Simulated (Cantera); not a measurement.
Charge: 1 mol HF, a varied amount of H2, 29 mol N2, at 1900 °C and 1000 Pa.

Method: chemical equilibrium by Gibbs-energy minimisation in Cantera with the NASA 1993 tables (ideal gas, pure condensed phases). Kinetics and transport are ignored.

x: gas mole fraction; nothing condenses.

```csv
n(H2) (mol),x N2,x H2,x HF,x H,x F,x N
0.13,0.961,0.00300,0.0331,0.00264,?,8.82e-8
0.18,0.959,0.00437,0.0331,0.00319,?,8.81e-8
0.24,0.957,0.00605,0.0330,0.00375,?,8.80e-8
0.33,0.954,0.00862,0.0329,0.00448,?,8.78e-8
0.44,0.950,0.0118,0.0328,0.00524,?,8.77e-8
0.6,0.945,0.0165,0.0326,0.00619,?,8.74e-8
0.8,0.938,0.0223,0.0323,0.00720,?,8.71e-8
1.1,0.929,0.0310,0.0320,0.00849,?,8.66e-8
1.5,0.916,0.0424,0.0316,0.00994,?,8.61e-8
2,0.901,0.0564,0.0311,0.0115,?,8.54e-8
2.7,0.881,0.0754,0.0304,0.0133,?,8.44e-8
3.6,0.857,0.0988,0.0295,0.0152,?,8.32e-8
```

Q: What belongs in the gaps?

A: 
- 0.13, x F: 2.29e-5
- 0.18, x F: 1.89e-5
- 0.24, x F: 1.61e-5
- 0.33, x F: 1.34e-5
- 0.44, x F: 1.14e-5
- 0.6, x F: 9.62e-6
- 0.8, x F: 8.21e-6
- 1.1, x F: 6.89e-6
- 1.5, x F: 5.81e-6
- 2, x F: 4.96e-6
- 2.7, x F: 4.19e-6
- 3.6, x F: 3.56e-6
